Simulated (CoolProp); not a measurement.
Saturation properties of hexamethyldisiloxane (MM).

The numbers come from the reference Helmholtz-energy equation of state, Thol 2016 in CoolProp.

| T (K) | p (MPa) | liquid density (kg/m³) | vapour density (kg/m³) | liquid cp (kJ/(kg K)) |
|---|---|---|---|---|
| 378.2 | 0.1154 | 669.3 | 6.403 | 2.130 |
| 388.1 | 0.1512 | 657.0 | 8.310 | 2.162 |
| 397.9 | 0.1946 | 644.4 | 10.62 | 2.194 |
| 407.8 | 0.2476 | 631.1 | 13.46 | 2.228 |
| 417.6 | 0.3101 | 617.5 | 16.86 | 2.264 |
| 427.5 | 0.3848 | 603.1 | 21.01 | 2.303 |
| 437.3 | 0.4715 | 588.1 | 25.96 | 2.345 |
| 447.2 | 0.5733 | 572.0 | 32.00 | 2.392 |
| 457 | 0.6898 | 554.9 | 39.29 | 2.446 |
| 466.9 | 0.8252 | 536.1 | 48.32 | 2.512 |
| 476.7 | 0.9786 | 515.6 | 59.49 | 2.597 |

It boils at 373.7 K under 1 atm.
